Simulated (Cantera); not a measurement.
Mixture: CH4 : O2 : N2 : H2O = 1 : 3.64 : 13.7 : 1.1 (molar parts), at 3.95 atm, adiabatic and at constant volume. Ignition delay is the time to a rise of 400 K.

Model: GRI-Mech 3.0 (53 species, 325 reactions), integrated in Cantera.

Question: Predict: delay at 1275 K; delay at 1375 K; delay at 1475 K; delay at 1575 K; delay at 1675 K; apparent activation energy between 1625 and 1725 K.

Answer: 
```json
{
 "delay at 1275 K": "3.80 ms",
 "delay at 1375 K": "1.22 ms",
 "delay at 1475 K": "0.431 ms",
 "delay at 1575 K": "0.168 ms",
 "delay at 1675 K": "73.1 µs",
 "apparent activation energy between 1625 and 1725 K": "180 kJ/mol"
}
```
